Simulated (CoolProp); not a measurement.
A single-stage vapour-compression cycle with cyclopropane: evaporating at 281.15 K (dew point), condensing at 315.15 K (bubble point), superheat 2 K, subcooling 5 K, compressor efficiency 0.65, no pressure losses. Each further row changes one setting.

Values from CoolProp's reference Helmholtz-energy equation of state, Polt 1992. This equation is an older, rougher fit; its heat capacities, sound speeds and derivatives of the liquid may be far off and weren't checked against measurements.

```
case                              cooling COP  pressure ratio  discharge temperature (K)  refrigerating effect (kJ/kg)  volumetric capacity (kJ/m³)
--------------------------------  -----------  --------------  -------------------------  ----------------------------  ---------------------------
as stated                                4.80            2.51                      344.2                           364                         3180
evaporating temperature 286.15 K         5.83            2.16                      339.5                           368                         3720
condensing temperature 310.15 K          5.74            2.23                      336.2                           376                         3290
subcooling 10 K                          4.95            2.51                      344.2                           376                         3280
superheat 12 K                           4.77            2.51                      354.2                           379                         3160
compressor efficiency 0.55               4.06            2.51                      351.8                           364                         3180
```
